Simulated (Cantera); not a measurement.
A freely propagating, adiabatic, planar premixed flame of CH4 : O2 : N2 = 1 : 1.82 : 6.84 (molar parts), equivalence ratio 1.1, unburnt at 525 K and 1.01 bar; mixture-averaged transport, grid criteria slope 0.08 and curve 0.16, no radiation.

Detailed kinetics in Cantera: GRI-Mech 3.0 (53 species, 325 reactions). Burning velocities carry a grid error of a few per cent, more on coarse grids.

x: mole fraction of selected species; z is measured from the peak of heat release.

```json
[
 {"z (mm)": "-1.03", "T (K)": "525", "u (m/s)": "1.01", "x CH4": "0.103", "x O2": "0.188", "x NO2": "<1e-8", "x C2H2": "<1e-8", "x HO2": "(withheld)", "x HCO": "<1e-8"},
 {"z (mm)": "-0.689", "T (K)": "527", "u (m/s)": "1.01", "x CH4": "0.103", "x O2": "0.188", "x NO2": "<1e-8", "x C2H2": "3.10e-8", "x HO2": "(withheld)", "x HCO": "<1e-8"},
 {"z (mm)": "-0.517", "T (K)": "534", "u (m/s)": "1.03", "x CH4": "0.102", "x O2": "0.187", "x NO2": "1.06e-8", "x C2H2": "2.76e-7", "x HO2": "(withheld)", "x HCO": "<1e-8"},
 {"z (mm)": "-0.344", "T (K)": "595", "u (m/s)": "1.16", "x CH4": "0.0976", "x O2": "0.182", "x NO2": "8.55e-8", "x C2H2": "3.49e-6", "x HO2": "(withheld)", "x HCO": "<1e-8"},
 {"z (mm)": "-0.172", "T (K)": "1010", "u (m/s)": "2.00", "x CH4": "0.0694", "x O2": "0.148", "x NO2": "9.30e-8", "x C2H2": "5.22e-5", "x HO2": "(withheld)", "x HCO": "8.92e-7"},
 {"z (mm)": "-0.0861", "T (K)": "1437", "u (m/s)": "2.88", "x CH4": "0.0378", "x O2": "0.105", "x NO2": "3.39e-8", "x C2H2": "0.000154", "x HO2": "(withheld)", "x HCO": "1.88e-5"},
 {"z (mm)": "0", "T (K)": "1824", "u (m/s)": "3.68", "x CH4": "0.00916", "x O2": "0.0554", "x NO2": "<1e-8", "x C2H2": "0.000275", "x HO2": "(withheld)", "x HCO": "6.56e-5"},
 {"z (mm)": "0.0861", "T (K)": "1986", "u (m/s)": "4.01", "x CH4": "0.000742", "x O2": "0.0269", "x NO2": "<1e-8", "x C2H2": "6.71e-5", "x HO2": "(withheld)", "x HCO": "2.49e-5"},
 {"z (mm)": "0.172", "T (K)": "2028", "u (m/s)": "4.08", "x CH4": "3.19e-5", "x O2": "0.0168", "x NO2": "<1e-8", "x C2H2": "3.40e-6", "x HO2": "(withheld)", "x HCO": "1.86e-6"},
 {"z (mm)": "0.344", "T (K)": "2069", "u (m/s)": "4.14", "x CH4": "7.51e-8", "x O2": "0.0121", "x NO2": "<1e-8", "x C2H2": "<1e-8", "x HO2": "(withheld)", "x HCO": "9.04e-8"},
 {"z (mm)": "0.689", "T (K)": "2120", "u (m/s)": "4.23", "x CH4": "<1e-8", "x O2": "0.00979", "x NO2": "<1e-8", "x C2H2": "<1e-8", "x HO2": "(withheld)", "x HCO": "6.25e-8"},
 {"z (mm)": "1.38", "T (K)": "2182", "u (m/s)": "4.34", "x CH4": "<1e-8", "x O2": "0.00767", "x NO2": "<1e-8", "x C2H2": "<1e-8", "x HO2": "(withheld)", "x HCO": "4.17e-8"},
 {"z (mm)": "2.75", "T (K)": "2245", "u (m/s)": "4.44", "x CH4": "<1e-8", "x O2": "0.00542", "x NO2": "<1e-8", "x C2H2": "<1e-8", "x HO2": "(withheld)", "x HCO": "2.51e-8"}
]
```

Task: Complete the blanks.

Result: 
- -1.03, x HO2: 7.02e-8
- -0.689, x HO2: 8.77e-7
- -0.517, x HO2: 5.79e-6
- -0.344, x HO2: 4.65e-5
- -0.172, x HO2: 0.000132
- -0.0861, x HO2: 0.000165
- 0, x HO2: 9.08e-5
- 0.0861, x HO2: 1.46e-5
- 0.172, x HO2: 5.18e-6
- 0.344, x HO2: 3.59e-6
- 0.689, x HO2: 2.75e-6
- 1.38, x HO2: 1.96e-6
- 2.75, x HO2: 1.27e-6
